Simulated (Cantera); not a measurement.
# Hydrocarbon pyrolysis for carbon deposition

A perfectly stirred reactor is fed with 14.1 % CH4, 85.9 % H2, at 2670 Pa; it is held at 1798 K, and followed from long to short residence time.

Detailed kinetics in Cantera: GRI-Mech 3.0 (53 species, 325 reactions). GRI-Mech 3.0 stops at C3 and has no aromatics, soot or wall deposition, so with more carbon than oxygen in the feed, carbon stays in small species such as C2H2 where larger ones or solid carbon would form. Radical loss at walls, strong at low pressure, is not modelled.

| τ (s) | x CH4 | x H2 | x C2H6 | x CH3 | x C2H4 | x C2H |
|---|---|---|---|---|---|---|
| 14 | 0.00476 | 0.934 | 1.35e-7 | 0.000204 | 3.88e-5 | 1.10e-6 |
| 2.9 | 0.0110 | 0.930 | 6.57e-7 | 0.000438 | 5.19e-5 | 9.70e-7 |
| 0.60 | 0.0257 | 0.922 | 3.05e-6 | 0.000905 | 0.000117 | 7.60e-7 |
| 0.12 | 0.0565 | 0.904 | 1.21e-5 | 0.00172 | 0.000378 | 4.70e-7 |
| 0.025 | 0.100 | 0.880 | 2.92e-5 | 0.00253 | 0.000897 | 1.73e-7 |
| 0.0050 | 0.134 | 0.861 | 2.31e-5 | 0.00202 | 0.000668 | 1.01e-8 |
| 0.0010 | 0.140 | 0.859 | 1.72e-6 | 0.000502 | 2.33e-5 | 6.76e-12 |
| 0.00020 | 0.141 | 0.859 | 4.39e-8 | 0.000100 | 2.08e-7 | <1e-12 |
x: mole fraction; the columns are a selection and need not sum to one.
